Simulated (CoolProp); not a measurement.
Vapour-liquid equilibrium of sulfur hexafluoride (1) + CH2F2 (R32) (2) at -5.25 °C; x and y are mole fractions of (1).

Model: multi-fluid Helmholtz-energy mixture model, Guder 2009 and Tillner-Roth 1997; pair parameters Bell 2016, in CoolProp.

| x | bubble pressure (MPa) | y at the bubble point | dew pressure at overall composition x (MPa) | liquid density (mol/L) |
|---|---|---|---|---|
| 0.05 | 0.9335 | 0.265 | 0.7221 | 19.65 |
| 0.15 | 1.217 | 0.450 | 0.8084 | 17.90 |
| 0.25 | 1.340 | 0.516 | 0.9149 | 16.40 |
| 0.35 | 1.394 | 0.548 | 1.049 | 15.11 |
| 0.45 | 1.421 | 0.571 | 1.216 | 14.02 |
| 0.55 | 1.435 | 0.594 | 1.396 | 13.11 |
| 0.65 | 1.437 | 0.625 | 1.428 | 12.39 |
| 0.75 | 1.416 | 0.670 | 1.343 | 11.82 |
| 0.85 | 1.350 | 0.743 | 1.235 | 11.39 |
| 0.95 | 1.203 | 0.880 | 1.129 | 11.06 |

y crosses x between x = 0.55 and 0.65: the model has an azeotrope there.

Pair parameters are fitted to limited data, so mixtures are less certain than the pure fluids. With so large a gap from Raoult's law the liquid may split in two, which this calculation doesn't test in full.
